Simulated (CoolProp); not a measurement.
A single-stage vapour-compression cycle with propane: evaporating at 313.15 K (dew point), condensing at 339.15 K (bubble point), superheat 5 K, subcooling 5 K, compressor efficiency 0.6, no pressure losses. Each further row changes one setting.

The numbers come from the reference Helmholtz-energy equation of state, Lemmon 2009 in CoolProp.

```
case                              cooling COP  pressure ratio  discharge temperature (K)  refrigerating effect (kJ/kg)  volumetric capacity (kJ/m³)
--------------------------------  -----------  --------------  -------------------------  ----------------------------  ---------------------------
as stated                                5.92            1.75                      352.9                           255                         7410
evaporating temperature 318.15 K         7.63            1.56                      351.1                           259                   (withheld)
condensing temperature 334.15 K          7.65      (withheld)                      346.4                           270                         7870
subcooling 10 K                          6.30            1.75                      352.9                    (withheld)                         7880
superheat 15 K                           6.00            1.75                      362.6                           276                         7540
compressor efficiency 0.5          (withheld)            1.75                 (withheld)                           255                         7410
```

### Question
Fill in the missing entries.

### Answer

- evaporating temperature 318.15 K, volumetric capacity (kJ/m³): 8510
- condensing temperature 334.15 K, pressure ratio: 1.58
- subcooling 10 K, refrigerating effect (kJ/kg): 271
- compressor efficiency 0.5, cooling COP: 4.94
- compressor efficiency 0.5, discharge temperature (K): 356.1
